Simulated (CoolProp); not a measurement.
A Linde-Hampson liquefier for CF4 (R14): isothermal reversible compression at 250 K from 1 atm to 30 MPa, throttling to 1 atm, return gas leaving the recuperator 10 K below the feed. Each further row changes one setting.

The numbers come from the reference Helmholtz-energy equation of state, Platzer 1990 in CoolProp. This equation is an older, rougher fit; its heat capacities, sound speeds and derivatives of the liquid may be far off and weren't checked against measurements.

| case | liquid yield per pass | compression work (kJ/kg of gas) |
|---|---|---|
| as stated | (withheld) | 109 |
| warm-end temperature 280 K | 0.323 | (withheld) |
| warm-end gap 15 K | (withheld) | 109 |

Task: What belongs in the gaps?

Result: 
- as stated, liquid yield per pass: 0.417
- warm-end temperature 280 K, compression work (kJ/kg of gas): 131
- warm-end gap 15 K, liquid yield per pass: 0.407
